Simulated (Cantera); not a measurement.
Input: 1 mol SiCl₄, 0.18 mol CH₄, 1500 mol H₂, equilibrated at 0.100 bar.

Method: chemical equilibrium by Gibbs-energy minimisation in Cantera with the NASA 1993 tables (ideal gas, pure condensed phases). Candidate condensed phases: C, C₆H₆, C₇H₈, C₈H₁₈, Si, SiC; 109 gas species. Gases not in the tables: Si₂H₆ and higher silanes. Equilibrium is a limit: real reactors are often held back by kinetics, nucleation or transport.

x: gas mole fraction; n: condensed amount in mol.

| T (K) | x H₂ | x H | x HCl | x Si | n SiC(s) |
|---|---|---|---|---|---|
| 2023 | 0.991 | 0.00598 | 0.00261 | 0.000372 | 0.134 |
| 2073 | 0.988 | (withheld) | 0.00261 | (withheld) | (withheld) |
| 2123 | 0.985 | 0.0113 | 0.00261 | 0.000484 | 0 |
| 2173 | 0.982 | 0.0151 | 0.00260 | 0.000511 | 0 |
| 2223 | 0.977 | 0.0200 | 0.00259 | 0.000532 | 0 |
| 2273 | 0.970 | 0.0262 | 0.00257 | 0.000547 | 0 |
| 2323 | 0.963 | 0.0338 | 0.00255 | 0.000559 | 0 |
| 2373 | 0.954 | 0.0431 | 0.00252 | 0.000567 | 0 |
| 2423 | 0.942 | (withheld) | 0.00248 | 0.000573 | 0 |
| 2473 | 0.929 | 0.0680 | 0.00244 | 0.000577 | 0 |
| 2523 | 0.913 | 0.0840 | 0.00239 | 0.000579 | 0 |
| 2573 | 0.894 | 0.103 | 0.00233 | 0.000579 | 0 |
| 2623 | 0.872 | 0.124 | 0.00227 | 0.000577 | 0 |

Q: What belongs in the gaps?

A: 
- 2073, x H: 0.00827
- 2073, x Si: 0.000433
- 2073, n SiC(s): 0.0460
- 2423, x H: 0.0544
